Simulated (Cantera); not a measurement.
**Moist CO burnout**

An isothermal, constant-pressure homogeneous reactor starts with 0.563 % CO, 2.86 % O2, 4.25 % H2O, 92.3 % N2, equivalence ratio 0.098, at 1000 K and 405 Torr.

Model: GRI-Mech 3.0 (53 species, 325 reactions), integrated in Cantera.

```csv
t (s),x CO,x O2,x H2O,x H2,x N2O
0.000400,0.00563,0.0286,0.0425,<1e-12,<1e-12
0.00118,0.00563,0.0286,0.0425,5.09e-12,<1e-12
0.00348,0.00563,0.0286,0.0425,1.00e-10,<1e-12
0.0103,0.00563,0.0286,0.0425,9.90e-9,3.48e-12
0.0303,0.00502,0.0283,0.0424,3.84e-5,5.76e-9
0.0894,0.00252,0.0271,0.0425,4.31e-5,3.16e-8
0.264,0.000804,0.0263,0.0426,1.23e-5,5.47e-8
0.779,0.000171,0.0260,0.0426,2.14e-6,6.69e-8
2.30,2.30e-5,0.0259,0.0426,2.54e-7,7.07e-8
6.78,1.56e-6,0.0259,0.0426,1.72e-8,7.10e-8
20.0,3.92e-8,0.0259,0.0426,5.46e-10,6.94e-8
```
x: mole fraction; the columns are a selection and need not sum to one.

Equilibrium at this temperature and pressure: CO 2.93e-12, O2 0.0259, H2O 0.0426, H2 3.17e-11, N2O 7.83e-10 (gas phase only).
